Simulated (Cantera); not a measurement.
# Adiabatic ignition

An adiabatic, constant-pressure homogeneous reactor starts with CO : H₂ : O₂ : N₂ = 1 : 0.89 : 1.24 : 4.68 (molar parts), equivalence ratio 0.76, at 1198 K and 1.48 atm.

Model: GRI-Mech 3.0 (53 species, 325 reactions), integrated in Cantera.

| t (s) | T (K) | x CO | x H₂ | x O₂ | x O | x OH |
|---|---|---|---|---|---|---|
| 9.00e-6 | 1198 | 0.128 | 0.114 | 0.159 | 6.54e-8 | 3.20e-8 |
| 1.96e-5 | 1198 | 0.128 | 0.114 | 0.159 | 4.36e-6 | 2.17e-6 |
| 4.25e-5 | 1584 | 0.108 | 0.0141 | 0.0942 | 0.0225 | 0.00952 |
| 9.24e-5 | 2287 | 0.0511 | 0.00990 | 0.0621 | 0.0149 | 0.0183 |
| 0.000201 | 2537 | 0.0369 | 0.00601 | 0.0561 | 0.00749 | 0.0164 |
| 0.000436 | 2628 | 0.0299 | 0.00460 | 0.0529 | 0.00528 | 0.0148 |
| 0.000949 | 2633 | 0.0292 | 0.00449 | 0.0519 | 0.00506 | 0.0146 |
| 0.00206 | 2629 | 0.0292 | 0.00448 | 0.0507 | 0.00492 | 0.0144 |
| 0.00448 | 2625 | 0.0290 | 0.00448 | 0.0489 | 0.00473 | 0.0141 |
| 0.00974 | 2621 | 0.0290 | 0.00447 | 0.0476 | 0.00460 | 0.0139 |
| 0.0212 | 2621 | 0.0289 | 0.00447 | 0.0473 | 0.00457 | 0.0138 |
| 0.0460 | 2621 | 0.0289 | 0.00447 | 0.0473 | 0.00457 | 0.0138 |
| 0.100 | 2621 | 0.0289 | 0.00447 | 0.0473 | 0.00457 | 0.0138 |
x: mole fraction; the columns are a selection and need not sum to one.

The time of steepest temperature rise is 40.0 µs. The temperature at 0.100 s is 2621 K. The equilibrium temperature comes out as 2621 K and the x(CO) at 0.100 s is 0.0289 (gas-phase equilibrium 0.0289). The x(H₂) at 0.100 s is 0.00447 (gas-phase equilibrium 0.00447) and the x(O₂) at 0.100 s comes out as 0.0473 (gas-phase equilibrium 0.0473).
